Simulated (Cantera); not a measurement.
Gas mixture: NO : H2O = 0.43 : 0.23 (molar parts), at 0.00170 bar, frozen composition.

Cantera's kinetic-theory transport with the Lennard-Jones parameters of GRI-Mech 3.0, ideal gas; thermal conductivity in the multicomponent form. Polar gases are described roughly by these parameters. The composition is frozen, though it would react at the higher temperatures.

One state of this run: ρ (kg/m³) = 0.000587; cp (J/kg/K) = 1383; μ (µPa s) = 38.0; λ (mW/m/K) = 78.7; Pr = 0.667; D (cm²/s) H2 = 3120; D (cm²/s) CH4 = 937; D (cm²/s) CH3 = 944. D: mixture-averaged diffusion coefficient of that species in the mixture.

Task: Which value of T (K) does it belong to?
(A) 1650
(B) 400
(C) 650
(D) 900

Result: D, 900
